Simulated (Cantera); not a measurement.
What does this Cantera script print?

```python
import numpy as np
import cantera as ct

gas = ct.Solution("gri30.yaml")
gas.TPX = 425, 13332, {'CH4': 1, 'O2': 2.63, 'N2': 7.9, 'CO2': 1.2}
flame = ct.FreeFlame(gas, width=0.16)
flame.set_refine_criteria(ratio=3, slope=0.08, curve=0.16)
flame.transport_model = "mixture-averaged"
flame.solve(loglevel=0, auto=True)
z, T = flame.grid, flame.T
thick = (T[-1] - T[0]) / np.gradient(T, z).max()
show = ['CH4', 'O2', 'CO2', 'CH2CO', 'CH2', 'C2H']
print(f"laminar burning velocity  {flame.velocity[0] * 100:.3f} cm/s")
print(f"burnt temperature         {T[-1]:.1f} K")
print(f"thermal thickness         {thick * 1e3:.4f} mm")
print(f"grid points               {len(z)}")
z0 = z[flame.heat_release_rate.argmax()]
print(f"{'z/mm':>9s}{'T/K':>9s}{'u/(m/s)':>9s}" + "".join(f"{s:>11s}" for s in show))
rows = []
for k in (-3, -2, -1.5, -1, -0.5, -0.25, 0, 0.25, 0.5, 1, 2, 4, 8):
    zz = z0 + k * thick
    rows.append([k * thick, np.interp(zz, z, T), np.interp(zz, z, flame.velocity),
                 *(np.interp(zz, z, flame.X[gas.species_index(s)]) for s in show)])
    print(f"{rows[-1][0] * 1e3:9.3f}{rows[-1][1]:9.1f}{rows[-1][2]:9.3f}" + "".join(f"{x:11.3e}" for x in rows[-1][3:]))
```

Result:

```
laminar burning velocity  71.367 cm/s
burnt temperature         2007.8 K
thermal thickness         2.6351 mm
grid points               153
     z/mm      T/K  u/(m/s)        CH4         O2        CO2      CH2CO        CH2        C2H
   -7.905    425.0    0.714  7.851e-02  2.065e-01  9.423e-02  3.800e-12  1.628e-18  1.966e-29
   -5.270    425.5    0.715  7.840e-02  2.063e-01  9.415e-02  9.296e-11  1.426e-15  2.698e-26
   -3.953    428.2    0.721  7.808e-02  2.059e-01  9.403e-02  1.292e-09  4.369e-13  1.510e-23
   -2.635    461.0    0.779  7.569e-02  2.031e-01  9.377e-02  4.543e-08  4.762e-10  8.922e-20
   -1.318    764.0    1.306  5.675e-02  1.781e-01  9.504e-02  3.053e-06  1.596e-07  6.805e-14
   -0.659   1118.5    1.930  3.281e-02  1.430e-01  9.980e-02  1.847e-05  4.065e-06  7.858e-11
    0.000   1467.9    2.551  8.748e-03  1.004e-01  1.095e-01  3.109e-05  1.954e-05  6.729e-09
    0.659   1606.1    2.794  8.116e-04  7.580e-02  1.208e-01  5.681e-06  4.324e-06  4.034e-09
    1.318   1638.1    2.843  4.287e-05  6.749e-02  1.296e-01  2.590e-07  2.574e-07  1.480e-10
    2.635   1669.8    2.885  1.737e-07  6.304e-02  1.387e-01  5.723e-10  1.170e-09  1.579e-13
    5.270   1712.3    2.948  3.719e-11  6.072e-02  1.443e-01  7.173e-14  3.072e-13  7.211e-18
   10.540   1768.8    3.033  1.529e-17  5.885e-02  1.480e-01  2.644e-20  1.617e-18  4.016e-25
   21.080   1834.5    3.132  2.776e-19  5.670e-02  1.525e-01  1.003e-21  4.769e-19  4.982e-27
```

Cantera simulation using GRI-Mech 3.0 (53 species, 325 reactions); the numbers are that mechanism's predictions, not measurements. Burning velocities carry a grid error of a few per cent, more on coarse grids.
